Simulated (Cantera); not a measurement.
Cantera run:

```python
import numpy as np
import cantera as ct

gas_names = """
    VO2 O3
""".split()
cond_names = """
    V(cr) V(L)
""".split()


# ... load() reads the species with a 1 bar reference pressure and builds the phases ...
species = {s.name: s for s in load("nasa_gas.yaml", gas_names) + load("nasa_condensed.yaml", cond_names)}
# Each term lists the table entries of one substance; the one whose range holds T is used.
reactions = {
    '3 VO2(g) = 3 V + 2 O3(g)':
        [(-3, ['VO2']), (3, ['V(cr)', 'V(L)']), (2, ['O3'])],
}


def pick(names, T):
    return next(species[n] for n in names if species[n].thermo.min_temp <= T <= species[n].thermo.max_temp)


results = []
for label, terms in reactions.items():
    print(label)
    print("     T/K   dH/kJ  dS/(J/K)   dG/kJ   log10 K")
    for T in [2050, 2150, 2250, 2350, 2450, 2550, 2650, 2750]:
        used = [(nu, pick(names, T)) for nu, names in terms]
        dH = sum(nu * s.thermo.h(T) for nu, s in used) / 1e6
        dS = sum(nu * s.thermo.s(T) for nu, s in used) / 1e3
        dG = dH - T * dS / 1e3
        logK = -dG * 1e6 / (ct.gas_constant * T * np.log(10))
        results.append((label, T, dH, dS, dG, logK, [s.name for _, s in used]))
        print(f"{T:8g} {dH:8.1f} {dS:8.1f} {dG:8.1f} {logK:8.2f}")
```

It prints:

```
3 VO2(g) = 3 V + 2 O3(g)
     T/K   dH/kJ  dS/(J/K)   dG/kJ   log10 K
    2050   1059.7   -161.1   1390.0   -35.42
    2150   1069.3   -156.5   1405.8   -34.15
    2250   1148.8   -120.3   1419.4   -32.95
    2350   1160.4   -115.2   1431.2   -31.81
    2450   1172.6   -110.1   1442.4   -30.75
    2550   1185.1   -105.1   1453.2   -29.77
    2650   1198.1   -100.1   1463.4   -28.85
    2750   1211.5    -95.1   1473.2   -27.98
```

Standard-state values (1 bar) from the NASA 1993 polynomials, evaluated with Cantera. Condensed species are held in their standard states even where they would react or evaporate.
